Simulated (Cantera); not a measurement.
Feed: 1 mol SiO₂, 0.071 mol C, 3.6 mol N₂, equilibrated at 1627 °C and 1 atm.

Cantera equilibrium calculation (NASA polynomials, part measured and part estimated; ideal gas, pure solids and liquids). Candidate condensed phases: C, Si, SiC, SiO₂, Si₂N₂O, Si₃N₄; 34 gas species. Mutual solubility and eutectic melting of coexisting phases are not modelled. The tables hold silica as quartz up to 1696 K and as liquid above; real silica turns to tridymite and cristobalite and melts near 1996 K. Kinetics and transport are ignored.

Base state: N₂ 0.971, CO 0.0192, SiO 0.00963 (mole fractions); condensed: SiO₂(condensed) + Si₂N₂O(s).

Task: What changes in the equilibrium state with this change: pressure from 1 atm to 0.0100 bar?

Result: 
```csv
species,before,after
N₂,0.971,0.962
SiO,0.00963,0.0193
CO,0.0192,0.0186
CO₂,6.48e-6,0.000318
"SiO₂(condensed), mol",0.941,0.928
"Si₂N₂O(s), mol",0.0118,0
```
